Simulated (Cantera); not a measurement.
Input: 1 mol Al(CH₃)₃, a varied amount of NH₃, 2.2 mol H₂, equilibrated at 1800 °C and 44000 Pa.

Equilibrium computed with Cantera from the NASA thermochemical tables; the gas is ideal and each condensed phase is pure. Candidate condensed phases: Al, AlN, C, C₆H₆, C₇H₈, C₈H₁₈; 97 gas species. The feed counts by its element totals alone. Equilibrium is a limit: real reactors are often held back by kinetics, nucleation or transport.

**Question.** Which condensed phases are stable at each of these points (n(NH₃) (mol)): 53, 65, 80, 98, 120, 150, 180, 220, 270, 330, 410?

**Answer.** 
```
n(NH₃) (mol)      condensed phases  Al condensed (%)
------------  --------------------  ----------------
53            AlN(s) + C(graphite)              92.8
65            AlN(s) + C(graphite)              91.3
80            AlN(s) + C(graphite)              89.5
98            AlN(s) + C(graphite)              87.3
120           AlN(s) + C(graphite)              84.6
150                         AlN(s)              80.9
180                         AlN(s)              77.2
220                         AlN(s)              72.3
270                         AlN(s)              66.2
330                         AlN(s)              58.9
410                         AlN(s)              49.1
```

From 53 mol NH₃ to 120 mol NH₃ the condensed part is AlN(s) + C(graphite). From 150 mol NH₃ to 410 mol NH₃ the condensed part is AlN(s).
